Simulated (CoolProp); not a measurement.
Vapour-liquid equilibrium of acetone (1) + cyclohexane (2) at 0.538 MPa; x and y are mole fractions of (1).

Model: multi-fluid Helmholtz-energy mixture model, Lemmon 2006 and Zhou 2014; pair parameters Bell 2016, in CoolProp.

Give the bubble temperature and the first vapour's composition at x = 0.65, 0.725, 0.8. Is there an azeotrope?

x = 0.65: 387.1 K, y = 0.713; x = 0.725: 386.6 K, y = 0.753; x = 0.8: 386.4 K, y = 0.801. y crosses x between x = 0.8 and 0.875: the model has an azeotrope there.

The pair parameters rest on a limited set of measurements; away from them the model extrapolates.
